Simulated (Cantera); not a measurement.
Charge: 1 mol CH3F, 0.41 mol HCl, equilibrated at 2052 °C and 0.560 bar.

Cantera equilibrium calculation (NASA polynomials, part measured and part estimated; ideal gas, pure solids and liquids). Equilibrium is a limit: real reactors are often held back by kinetics, nucleation or transport.

```
species            before     after
----------------  -------  --------
HF                  0.412     0.415
H2                  0.407     0.415
HCl                 0.166     0.170
H                 0.00938   1.99e-5
F                 1.22e-5     <1e-9
Cl                0.00275   6.55e-6
C2H2 (acetylene)  0.00199   4.90e-6
CH4               1.89e-5  0.000222
C(graphite), mol    0.990     0.999
```
Gas species are given as mole fractions.

Problem. Name the change that produced these shifts.
(A) temperature from 2052 °C to 1250 °C
(B) pressure from 0.560 bar to 2.40 mbar
(C) temperature from 2052 °C to 625 °C
(D) pressure from 0.560 bar to 1.33 mbar

Solution. A, temperature from 2052 °C to 1250 °C
